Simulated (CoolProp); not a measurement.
Values from CoolProp's reference Helmholtz-energy equation of state, Schmidt 1985.

### Question
Give the vapour pressure (MPa), vapour density (kg/m³), liquid conductivity (mW/(m K)) of saturated oxygen at 99.1, 111 K.

### Answer
| T (K) | p (MPa) | vapour density (kg/m³) | liquid conductivity (mW/(m K)) |
|---|---|---|---|
| 99.1 | 0.235 | 9.71 | 138 |
| 111 | 0.582 | 22.7 | 120 |

Thermal conductivity comes from a separate model (Lemmon 2004).
